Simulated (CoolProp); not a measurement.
Model: reference Helmholtz-energy equation of state, Marx 1992, in CoolProp.

### Question
For R113, give the phase and the cv (kJ/(kg K)), Joule-Thomson coefficient (K/MPa) at 297.8 K and 5.4 MPa; 476.6 K and 19.2 MPa; 296.8 K and 0.0217 MPa.

### Answer
- 297.8 K and 5.4 MPa: liquid; cv 0.671, Joule-Thomson coefficient -0.398
- 476.6 K and 19.2 MPa: liquid; cv 0.790, Joule-Thomson coefficient -0.0546
- 296.8 K and 0.0217 MPa: gas; cv 0.605, Joule-Thomson coefficient 35.6
